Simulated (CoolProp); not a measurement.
Vapour pressure (MPa) of dodecamethylpentasiloxane (MD3M): the reference equation beside estimates from Tc = 354.9 °C, pc = 0.9540 MPa, ω = 0.730.

Computed with CoolProp (reference Helmholtz-energy equation of state, Thol 2019).

```tsv
T (°C)	reference	Redlich-Kwong	Soave-Redlich-Kwong	Peng-Robinson
180.45	0.02760	___	0.02770	0.02862
188.65	0.03513	0.1247	0.03528	0.03624
196.85	___	0.1431	0.04444	0.04542
205.05	0.05509	0.1634	0.05543	0.05639
213.25	0.06798	0.1855	0.06848	___
221.45	0.08313	0.2097	0.08386	0.08467
229.65	0.1008	0.2359	0.1019	0.1025
237.85	0.1213	0.2644	0.1228	0.1232
246.15	0.1452	0.2955	0.1472	0.1474
254.35	0.1723	0.3286	0.1749	0.1747
262.55	0.2031	0.3641	0.2065	0.2060
270.75	0.2381	0.4021	0.2424	0.2414
278.95	___	___	0.2829	___
287.15	0.3220	0.4860	0.3285	0.3265
295.35	0.3719	0.5320	0.3795	0.3770
```

Problem. What belongs in the gaps?

Solution. 
- 180.45, Redlich-Kwong: 0.1081
- 196.85, reference: 0.04422
- 213.25, Peng-Robinson: 0.06939
- 278.95, reference: 0.2776
- 278.95, Redlich-Kwong: 0.4427
- 278.95, Peng-Robinson: 0.2814

Absolute difference from the reference over all 15 rows, mean and median: Redlich-Kwong 136.0 and 118.0 %, Soave-Redlich-Kwong 1.2 and 1.2 %, Peng-Robinson 1.9 and 1.6 %.
